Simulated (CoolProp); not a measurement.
R21 at several states: density (kg/m³) from the reference equation and from simpler models built on Tc = 452.7 K, pc = 52.89 bar, ω = 0.206; each cubic takes its own stable root.

Values from CoolProp's reference Helmholtz-energy equation of state, Platzer 1990. This equation is an older, rougher fit; its heat capacities, sound speeds and derivatives of the liquid may be far off and weren't checked against measurements.

```csv
T (K),p (bar),phase,reference
443.8,89.6,liquid,952.2
323.2,207,liquid,1362
319.3,0.975,gas,3.864
346.1,0.123,gas,0.4408
245,2.43,liquid,1488
```

Question: How far does each simpler model (Redlich-Kwong, Soave-Redlich-Kwong) lie from the reference over these 5 states: mean and median of the absolute difference, and the worst?

Answer: 
- Redlich-Kwong: mean 5.6 %, median 7.0 %, worst -12.8 % at 443.8 K and 89.6 bar
- Soave-Redlich-Kwong: mean 4.8 %, median 5.2 %, worst -12.1 % at 443.8 K and 89.6 bar
